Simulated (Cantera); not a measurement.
Input: 1 mol BN, 11 mol H2O, held at 1500 °C and 0.100 bar.

These are equilibrium values from Cantera (NASA tables, ideal gas, pure condensed phases), not measurements of a reactor. The numbers say what is thermodynamically allowed, not how fast it happens.

| species | before | after |
|---|---|---|
| H2O | 0.750 | 0.748 |
| H2 | 0.125 | 0.124 |
| HBO2 | 0.0820 | 0.0810 |
| H | 0.000318 | 0.00215 |
| OH | 0.000118 | 0.00135 |
| N2 | 0.0417 | 0.0416 |
| O | 2.35e-7 | 1.69e-5 |
| O2 | 6.29e-7 | 4.37e-5 |
| NO | 1.51e-6 | 2.71e-5 |
| BO | 1.46e-6 | 1.99e-5 |
| BO2 | 1.57e-5 | 0.000176 |
| HBO | 3.11e-5 | 8.16e-5 |
Gas species are given as mole fractions.

Task: Name the change that produced these shifts.
A) H2O from 11 to 1.2 mol
B) temperature from 1500 °C to 1752 °C
C) temperature from 1500 °C to 1052 °C
D) temperature from 1500 °C to 1102 °C

Result: B, temperature from 1500 °C to 1752 °C
